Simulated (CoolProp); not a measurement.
Saturation properties of R123 (Tc = 456.8 K, pc = 3.662 MPa, ω = 0.282).

Computed with CoolProp (reference Helmholtz-energy equation of state, Younglove 1994). It is a modified Benedict-Webb-Rubin equation, recast in Helmholtz form.

```
T (K)  p (MPa)  liquid cp (kJ/(kg K))  vapour Z
-----  -------  ---------------------  --------
319.5   0.1896                  1.047    0.9334
324.8   0.2235                  1.054    0.9255
330     0.2609                  1.062    0.9171
335.2   0.3031                  1.069    0.9082
340.5   0.3511                  1.078    0.8985
345.7   0.4037                  1.086    0.8883
351     0.4632                  1.096    0.8774
356.2   0.5277                  1.105    0.8659
361.5   0.6002                  1.116    0.8536
366.7   0.6783                  1.128    0.8408
371.9   0.7638                  1.140    0.8273
377.2   0.8590                  1.154    0.8127
382.4   0.9607                  1.169    0.7976
387.7    1.073                  1.187    0.7813
392.9    1.193                  1.206    0.7643
```

It boils at 301.0 K under 1 atm.
